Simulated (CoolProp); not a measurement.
Vapour-liquid equilibrium of CH2F2 (R32) (1) + dimethyl ether (2) at -0.95 °C; x and y are mole fractions of (1).

Computed with CoolProp (multi-fluid Helmholtz-energy mixture model, Tillner-Roth 1997 and Wu 2011; pair parameters Bell 2016).

**Question.** Give the bubble pressure and the first vapour's composition at x = 0.05, 0.65, 0.95. Is there an azeotrope?

**Answer.** x = 0.05: 0.2801 MPa, y = 0.120; x = 0.65: 0.6004 MPa, y = 0.835; x = 0.95: 0.7614 MPa, y = 0.979. No azeotrope shows between x = 0.05 and 0.95.

The pair parameters rest on a limited set of measurements; away from them the model extrapolates.
